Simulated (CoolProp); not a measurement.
Vapour-liquid equilibrium of propylene (1) + propane (2) at 8.6 bar; x and y are mole fractions of (1).

Computed with CoolProp (multi-fluid Helmholtz-energy mixture model, Lemmon 2013 and Lemmon 2009; pair parameters Bell 2016).

```json
[
 {"x": "0.05", "bubble temperature, mixture model (K)": "293.6", "bubble temperature, Raoult's law (K)": "293.8", "y, mixture model": "0.061", "y, Raoult's law": "0.060"},
 {"x": "0.15", "bubble temperature, mixture model (K)": "292.6", "bubble temperature, Raoult's law (K)": "293.0", "y, mixture model": "0.178", "y, Raoult's law": "0.177"},
 {"x": "0.25", "bubble temperature, mixture model (K)": "291.6", "bubble temperature, Raoult's law (K)": "292.2", "y, mixture model": "0.288", "y, Raoult's law": "0.289"},
 {"x": "0.35", "bubble temperature, mixture model (K)": "290.7", "bubble temperature, Raoult's law (K)": "291.4", "y, mixture model": "0.392", "y, Raoult's law": "0.396"},
 {"x": "0.45", "bubble temperature, mixture model (K)": "289.9", "bubble temperature, Raoult's law (K)": "290.7", "y, mixture model": "0.492", "y, Raoult's law": "0.499"},
 {"x": "0.55", "bubble temperature, mixture model (K)": "289.2", "bubble temperature, Raoult's law (K)": "289.9", "y, mixture model": "0.588", "y, Raoult's law": "0.598"},
 {"x": "0.65", "bubble temperature, mixture model (K)": "288.5", "bubble temperature, Raoult's law (K)": "289.2", "y, mixture model": "0.681", "y, Raoult's law": "0.694"},
 {"x": "0.75", "bubble temperature, mixture model (K)": "288.0", "bubble temperature, Raoult's law (K)": "288.5", "y, mixture model": "0.773", "y, Raoult's law": "0.785"},
 {"x": "0.85", "bubble temperature, mixture model (K)": "287.4", "bubble temperature, Raoult's law (K)": "287.8", "y, mixture model": "0.864", "y, Raoult's law": "0.874"},
 {"x": "0.95", "bubble temperature, mixture model (K)": "287.0", "bubble temperature, Raoult's law (K)": "287.1", "y, mixture model": "0.954", "y, Raoult's law": "0.959"}
]
```

The largest gap from Raoult's law is -0.8 K in bubble temperature, at x = 0.45. No azeotrope shows between x = 0.05 and 0.95.

Pair parameters are fitted to limited data, so mixtures are less certain than the pure fluids.
